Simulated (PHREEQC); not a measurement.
Hard or scaling water: speciation

Solution (45 °C): 0.11 mol CaCl2, 0.00042 mol Na2SO4 and 0.0024 mol KCl per kg of water. Closed to the air; pH follows from the charge balance.

All values are PHREEQC results (ion-association model, phreeqc.dat), not measurements.

Each row changes one thing in this solution. Precipitation was switched off in this run.

| case | pH | CaSO4 (mol/kgw) | SO4-2 (mol/kgw) | KSO4- (mol/kgw) | NaSO4- (mol/kgw) | CaOH+ (mol/kgw) | SI of Gypsum (CaSO4:2H2O) | SI of Sylvite (KCl) |
|---|---|---|---|---|---|---|---|---|
| as made | 6.64 | 0.000236 | 0.000183 | 9.23e-7 | 2.02e-7 | 2.97e-8 | -1.30 | -4.62 |
| CaCl2 from 0.11 to 0.22 mol/kgw | 6.62 | (withheld) | 0.000161 | 6.04e-7 | 1.41e-7 | 4.83e-8 | -1.24 | -4.39 |
| Na2SO4 replaced by NaHSO4 at the same molality | (withheld) | 0.000234 | 0.000181 | 9.15e-7 | 1.00e-7 | (withheld) | -1.30 | -4.62 |
| CaCl2 from 0.11 to 0.022 mol/kgw | 6.68 | 0.000179 | 0.000238 | (withheld) | 4.57e-7 | 9.13e-9 | -1.44 | (withheld) |

Problem. Some entries are withheld; supply them.

Solution. 
- CaCl2 from 0.11 to 0.22 mol/kgw, CaSO4 (mol/kgw): 0.000258
- Na2SO4 replaced by NaHSO4 at the same molality, pH: 3.49
- Na2SO4 replaced by NaHSO4 at the same molality, CaOH+ (mol/kgw): 2.10e-11
- CaCl2 from 0.11 to 0.022 mol/kgw, KSO4- (mol/kgw): 2.21e-6
- CaCl2 from 0.11 to 0.022 mol/kgw, SI of Sylvite (KCl): -5.16

Away from 25 °C the constants follow the database's enthalpies or fits; those with neither stay at their 25 °C values.
